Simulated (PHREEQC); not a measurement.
Solution (20 °C): 1.3 mmol/kgw Cu(NO3)2, 0.21 mmol/kgw HCl and 0.057 mmol/kgw FeCl3. Closed to the air; pH follows from the charge balance.

Computed with PHREEQC (ion-association model, phreeqc.dat).

| quantity | before | after |
|---|---|---|
| pH | 3.57 | 3.52 |
| ionic strength (mol/kgw) | 0.00432 | 0.00443 |
| FeOH+2 (mol/kgw) | 3.00e-5 | 4.70e-5 |
| Fe(OH)2+ (mol/kgw) | 2.45e-5 | 3.41e-5 |
| SI of Fe(OH)3(a) (Fe(OH)3) | -0.08 | +0.01 |
| SI of Goethite (FeOOH) | +5.63 | +5.72 |

Question: Name the change that produced these shifts.
(A) Cu(NO3)2 replaced by Cu(BF4)2 at the same molality
(B) FeCl3 from 5.7e-05 to 8.55e-05 mol/kgw
(C) diluted 100-fold with water
(D) Cu(NO3)2 left out
(E) HCl left out

Answer: B, FeCl3 from 5.7e-05 to 8.55e-05 mol/kgw

Precipitation was switched off in this run. Some of these states are supersaturated (in Hematite (slow to form), Goethite (slow to form), for instance).
